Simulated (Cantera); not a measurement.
# Transport properties of process gases

Gas mixture: 10.6 % C3H8, 22.0 % CH4, 25.6 % CH3OH, 41.9 % H2O, at 26000 Pa, frozen composition.

Cantera's kinetic-theory transport with the Lennard-Jones parameters of GRI-Mech 3.0, ideal gas; thermal conductivity in the mixture-averaged form. Polar gases are described roughly by these parameters. The composition is frozen, though it would react at the higher temperatures.

```json
[
 {"T (K)": "400", "ρ (kg/m³)": "0.187", "cp (J/kg/K)": "1938", "μ (µPa s)": "13.4", "λ (mW/m/K)": "36.3", "Pr": "0.715", "D (cm²/s) CH4": "1.24", "D (cm²/s) H2": "4.59", "D (cm²/s) OH": "1.91"},
 {"T (K)": "600", "ρ (kg/m³)": "0.125", "cp (J/kg/K)": "2409", "μ (µPa s)": "19.7", "λ (mW/m/K)": "64.3", "Pr": "0.740", "D (cm²/s) CH4": "2.64", "D (cm²/s) H2": "9.28", "D (cm²/s) OH": "3.92"},
 {"T (K)": "800", "ρ (kg/m³)": "0.0935", "cp (J/kg/K)": "2804", "μ (µPa s)": "25.6", "λ (mW/m/K)": "95.4", "Pr": "0.752", "D (cm²/s) CH4": "4.43", "D (cm²/s) H2": "15.1", "D (cm²/s) OH": "6.46"},
 {"T (K)": "1000", "ρ (kg/m³)": "0.0748", "cp (J/kg/K)": "3130", "μ (µPa s)": "31.0", "λ (mW/m/K)": "128", "Pr": "0.759", "D (cm²/s) CH4": "6.55", "D (cm²/s) H2": "22.1", "D (cm²/s) OH": "9.45"},
 {"T (K)": "1200", "ρ (kg/m³)": "0.0623", "cp (J/kg/K)": "3386", "μ (µPa s)": "36.1", "λ (mW/m/K)": "161", "Pr": "0.761", "D (cm²/s) CH4": "8.98", "D (cm²/s) H2": "29.9", "D (cm²/s) OH": "12.9"},
 {"T (K)": "1400", "ρ (kg/m³)": "0.0534", "cp (J/kg/K)": "3598", "μ (µPa s)": "40.8", "λ (mW/m/K)": "193", "Pr": "0.761", "D (cm²/s) CH4": "11.7", "D (cm²/s) H2": "38.7", "D (cm²/s) OH": "16.7"}
]
```
D: mixture-averaged diffusion coefficient of that species in the mixture.
